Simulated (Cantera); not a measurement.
Cantera run:

```python
import numpy as np
import cantera as ct

gas_names = """
    B BH BH2 BH3 BN BO BO2 B2 B2O B2O2 B2O3 B3O3H3 H HBO HBO2 HNO HNO2 HNO3 HO2 H2 H2O H2O2 H3B3O6 N NH
    NH2 NH3 NH2OH NO NO2 NO3 N2 N2H2 N2H4 N2O O OH O2 O3
""".split()
cond_names = """
    B(b) B(L) BN(s) B2O3(L) B3O3H3(cr) H2O(s) H2O(L)
""".split()


# ... load() reads the species with a 1 bar reference pressure and builds the phases ...
atoms = {
    'B2O3': {'B': 2, 'O': 3},
    'NH3': {'N': 1, 'H': 3},
    'H2': {'H': 2},
}
top_T = {'BN(s)': 3200}  # K; cautious upper limits of use, not melting points


# ... equilibrate(T, P, feed) seeds the gas with the atoms and calls Mixture.equilibrate('TP', solver="vcs", rtol=1e-11, max_steps=5000) ...
results = []
feed = {'B2O3': 1, 'NH3': 0.16, 'H2': 27}  # mol
P = 2000  # Pa
for T in [923, 1023, 1123, 1223, 1323, 1423, 1523, 1623, 1723, 1823, 1923, 2023, 2123]:
    mix = equilibrate(T, P, feed)
    results.append((T, P, feed, dict(zip(mix.species_names, mix.species_moles))))

top = {s: max(r[3][s] / sum(r[3][g] for g in gas_names) for r in results) for s in gas_names}
cols = sorted((s for s in top if top[s] > 0.001), key=lambda s: -top[s])[:8]
seen = [c for c in cond_names if any(r[3].get(c, 0) > 1e-12 for r in results)]
print("log10 of partial pressures in bar; condensed amounts in mol")
print(f"{'T/K':>10s}" + "".join(f"{s[:9]:>10s}" for s in cols + seen))
for T, P, feed, n in results:
    ng = sum(n[g] for g in gas_names)
    print(f"{T:10.4g}" + "".join(f"{np.log10(max(n[s] / ng * P / 1e5, 1e-99)):10.3f}" for s in cols)
          + "".join(f"{n.get(c, 0):10.4g}" for c in seen))
```

Output:

```
log10 of partial pressures in bar; condensed amounts in mol
       T/K        H2         H       HBO      HBO2      B2O3        BO       H2O        N2     BN(s)   B2O3(L)
       923    -1.700   -10.462   -10.294    -7.904   -13.215   -17.109    -5.120    -4.252  0.006913    0.9965
      1023    -1.700    -9.233    -8.669    -6.944   -11.008   -14.382    -5.134    -4.251  0.006733    0.9966
      1123    -1.700    -8.221    -7.341    -6.167    -9.209   -12.148    -5.152    -4.251  0.006701    0.9962
      1223    -1.700    -7.372    -6.236    -5.527    -7.716   -10.287    -5.172    -4.252   0.00721    0.9939
      1323    -1.701    -6.650    -5.302    -4.991    -6.459    -8.713    -5.193    -4.255  0.008186     0.985
      1423    -1.702    -6.029    -4.507    -4.534    -5.387    -7.367    -5.211    -4.245  0.004235    0.9502
      1523    -1.706    -5.489    -3.956    -4.008    -4.463    -6.338    -4.960    -4.236         0    0.8024
      1623    -1.720    -5.020    -3.527    -3.511    -3.658    -5.484    -4.661    -4.245         0    0.2275
      1723    -1.726    -4.602    -3.416    -3.406    -3.556    -5.003    -4.456    -4.248         0         0
      1823    -1.728    -4.227    -3.379    -3.391    -3.607    -4.638    -4.289    -4.249         0         0
      1923    -1.731    -3.891    -3.351    -3.384    -3.664    -4.317    -4.139    -4.250         0         0
      2023    -1.735    -3.589    -3.337    -3.384    -3.730    -4.038    -4.003    -4.252         0         0
      2123    -1.742    -3.316    -3.337    -3.393    -3.809    -3.799    -3.878    -4.255         0         0
```

Method: chemical equilibrium by Gibbs-energy minimisation in Cantera with the NASA 1993 tables (ideal gas, pure condensed phases). Mutual solubility and eutectic melting of coexisting phases are not modelled.
